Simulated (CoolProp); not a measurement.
Vapour-liquid equilibrium of R143a (1) + R236FA (2) at 0.238 MPa; x and y are mole fractions of (1).

Computed with CoolProp (multi-fluid Helmholtz-energy mixture model, Lemmon and Jacobsen 2000 and Pan 2012; pair parameters Bell 2016).

```
x     bubble temperature (K)  y at the bubble point  dew temperature at overall composition x (K)  liquid density (mol/L)
----  ----------------------  ---------------------  --------------------------------------------  ----------------------
0.05                   290.1                  0.166                                         293.0                   9.233
0.15                   282.6                  0.422                                         290.5                   9.637
0.25                   275.9                  0.601                                         287.9                   10.04
0.35                   270.0                  0.726                                         284.9                   10.45
0.45                   264.8                  0.813                                         281.6                   10.86
0.55                   260.2                  0.875                                         278.0                   11.27
0.65                   256.3                  0.919                                         273.7                   11.69
0.75                   252.8                  0.951                                         268.6                   12.11
0.85                   249.7                  0.975                                         262.2                   12.55
0.95                   247.0                  0.993                                         252.9                   12.99
```

No azeotrope shows between x = 0.05 and 0.95.

Pair parameters are fitted to limited data, so mixtures are less certain than the pure fluids.
